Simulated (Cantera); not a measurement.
# Equilibrium for nitride etching: TiN + O2 + H2O

A closed system holds: 1 mol TiN, 1.6 mol O2, 0.49 mol H2O, held at 1577 °C.

Equilibrium computed with Cantera from the NASA thermochemical tables; the gas is ideal and each condensed phase is pure. Candidate condensed phases: H2O, Ti, TiN, TiO, TiO2, Ti2O3, Ti3O5, Ti4O7; 27 gas species. Gases not in the tables: TiO(OH)2. Rates play no part.

From 1.00e-5 bar to 1.00 bar the condensed part is TiO2(rutile).

```csv
P (Pa),log p O2,log p N2,log p H2O,log p O,log p OH,log p H,log p H2,n TiO2(rutile)
1,-5.46,-5.53,-5.59,-6.45,-6.52,-6.73,-6.93,0.998
10,-4.44,-4.51,-4.54,-5.94,-5.74,-6.46,-6.39,1.000
100,-3.43,-3.51,-3.52,-5.43,-4.98,-6.21,-5.88,1.000
1000,-2.43,-2.51,-2.52,-4.93,-4.23,-5.96,-5.37,1.000
10000,-1.43,-1.51,-1.51,-4.43,-3.48,-5.70,-4.87,1.00
100000,-0.43,-0.51,-0.51,-3.93,-2.73,-5.45,-4.37,1.00
```
log p: log10 of the partial pressure in bar; n: condensed amount in mol.
